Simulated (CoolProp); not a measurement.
n-nonane at 328.62 K and 15.3 MPa flows at 0.16 m/s in a round tube of 1 mm bore and 15 µm roughness, fully developed (64/Re and Nu = 3.66 if laminar; Colebrook and Gnielinski if turbulent). Each further row changes one setting.

Values from CoolProp's reference Helmholtz-energy equation of state, Lemmon 2006. It is a short technical equation, of lower accuracy than the large ones.

| case | Reynolds number | Darcy friction factor | pressure drop (Pa/m) | heat-transfer coefficient (W/(m² K)) | mass flow (kg/h) |
|---|---|---|---|---|---|
| as stated | ___ | ___ | 2760 | 459 | 0.319 |
| velocity 0.32 m/s | 418 | 0.153 | 5530 | 459 | 0.637 |
| diameter 2 mm | 418 | 0.153 | 691 | 229 | ___ |

Q: What belongs in the gaps?

A: 
- as stated, Reynolds number: 209
- as stated, Darcy friction factor: 0.307
- diameter 2 mm, mass flow (kg/h): 1.27

Viscosity comes from a separate model (Huber 2004). Thermal conductivity comes from a separate model (Huber 2005).
